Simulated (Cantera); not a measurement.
Equilibrium for oxide etching and cleaning by halides: SiO₂ + Cl₂ + H₂

Charge: 1 mol SiO₂, 35 mol Cl₂, 1.1 mol H₂, held at 1825 K and 0.700 bar.

Method: chemical equilibrium by Gibbs-energy minimisation in Cantera with the NASA 1993 tables (ideal gas, pure condensed phases). Candidate condensed phases: H₂O, Si, SiO₂; 30 gas species. The tables hold silica as quartz up to 1696 K and as liquid above; real silica turns to tridymite and cristobalite and melts near 1996 K. Kinetics and transport are ignored.

```json
{
  "x(Cl₂)": "0.612",
  "x(Cl)": "0.332",
  "x(HCl)": "0.0508",
  "x(SiCl₄)": "0.00292",
  "x(O₂)": "0.00279",
  "x(ClO)": "0.000255",
  "x(O)": "9.71e-6",
  "x(SiCl₃)": "6.06e-6",
  "x(H₂O)": "2.47e-6",
  "n(SiO₂(condensed))": "0.873 mol",
  "gas_amount": "43.28 mol",
  "log10 activity of Si(l) (absent)": "-14.02"
}
```
